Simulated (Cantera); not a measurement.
Input: 1 mol MgCO3, 2.1 mol CO2, 0.051 mol O2, equilibrated at 2248 K and 0.320 bar.

These are equilibrium values from Cantera (NASA tables, ideal gas, pure condensed phases), not measurements of a reactor. Candidate condensed phases: C, Mg, MgCO3, MgO; 15 gas species. The numbers say what is thermodynamically allowed, not how fast it happens.

Base state: CO2 0.892, CO 0.0614, O2 0.0457, O 0.00138, Mg 1.39e-5 (mole fractions); condensed: MgO(s).

Question: What changes in the equilibrium state with this change: temperature from 2248 K to 1948.15 K?

Answer: 
| species | before | after |
|---|---|---|
| CO2 | 0.892 | 0.969 |
| O2 | 0.0457 | 0.0210 |
| CO | 0.0614 | 0.0100 |
| Mg | 1.39e-5 | 5.22e-8 |
| O | 0.00138 | 0.000114 |
| MgO(s), mol | 1.000 | 1.00 |

Question: What changes in the equilibrium state with this change: MgCO3 replaced by Ca(OH)2?

Answer: 
```json
[
 {"species": "CO2", "before": "0.892", "after": "0.602"},
 {"species": "H2O", "before": "0", "after": "0.299"},
 {"species": "CO", "before": "0.0614", "after": "0.0455"},
 {"species": "O2", "before": "0.0457", "after": "0.0379"},
 {"species": "Mg", "before": "1.39e-5", "after": "0"},
 {"species": "Ca(OH)2", "before": "0", "after": "0.000169"},
 {"species": "OH", "before": "0", "after": "0.00903"},
 {"species": "H2", "before": "0", "after": "0.00416"},
 {"species": "MgO(s), mol", "before": "1.000", "after": "0"},
 {"species": "CaO(s), mol", "before": "0", "after": "0.999"}
]
```
Further candidate phases: C6H6, C7H8, C8H18, Ca, CaCO3, CaO, Ca(OH)2, H2O.
